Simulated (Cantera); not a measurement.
Cantera run, input and output.

```python
import numpy as np
import cantera as ct

gas = ct.Solution("gri30.yaml", transport_model="mixture-averaged")
show = ['N2', 'OH', 'CO2']

rows = []
print(f"{'T/K':>7s}{'rho':>11s}{'cp':>10s}{'mu':>11s}{'lambda':>11s}{'Pr':>7s}" + "".join(f"{'D_' + s:>11s}" for s in show))
for T in [400, 550, 700, 850, 1000, 1150, 1300, 1450, 1600]:
    gas.TPX = T, 91000, {'O2': 0.18}
    Pr = gas.cp_mass * gas.viscosity / gas.thermal_conductivity
    D = [gas.mix_diff_coeffs_mole[gas.species_index(s)] for s in show]
    rows.append([gas.density, gas.cp_mass, gas.viscosity, gas.thermal_conductivity, Pr, *D])
    print(f"{T:7g}{gas.density:11.4e}{gas.cp_mass:10.1f}{gas.viscosity:11.4e}"
          f"{gas.thermal_conductivity:11.4e}{Pr:7.3f}" + "".join(f"{d:11.4e}" for d in D))
print("SI units: kg/m3, J/kg/K, Pa s, W/m/K, m2/s")
```

Output:

```
    T/K        rho        cp         mu     lambda     Pr       D_N2       D_OH      D_CO2
    400 8.7553e-01     941.4 2.5629e-05 3.3852e-02  0.713 3.8453e-05 5.9300e-05 2.9392e-05
    550 6.3675e-01     987.2 3.2102e-05 4.4709e-02  0.709 6.6383e-05 1.0207e-04 5.1716e-05
    700 5.0030e-01    1031.1 3.7824e-05 5.4969e-02  0.709 9.9813e-05 1.5324e-04 7.8575e-05
    850 4.1201e-01    1064.7 4.3049e-05 6.4573e-02  0.710 1.3827e-04 2.1210e-04 1.0954e-04
   1000 3.5021e-01    1090.2 4.7912e-05 7.3608e-02  0.710 1.8141e-04 2.7813e-04 1.4431e-04
   1150 3.0453e-01    1108.6 5.2496e-05 8.2174e-02  0.708 2.2898e-04 3.5094e-04 1.8265e-04
   1300 2.6939e-01    1124.6 5.6858e-05 9.0366e-02  0.708 2.8076e-04 4.3020e-04 2.2438e-04
   1450 2.4152e-01    1138.7 6.1035e-05 9.8260e-02  0.707 3.3659e-04 5.1566e-04 2.6935e-04
   1600 2.1888e-01    1151.4 6.5055e-05 1.0592e-01  0.707 3.9631e-04 6.0708e-04 3.1745e-04
SI units: kg/m3, J/kg/K, Pa s, W/m/K, m2/s
```

Model: GRI-Mech 3.0 (53 species, 325 reactions), integrated in Cantera.
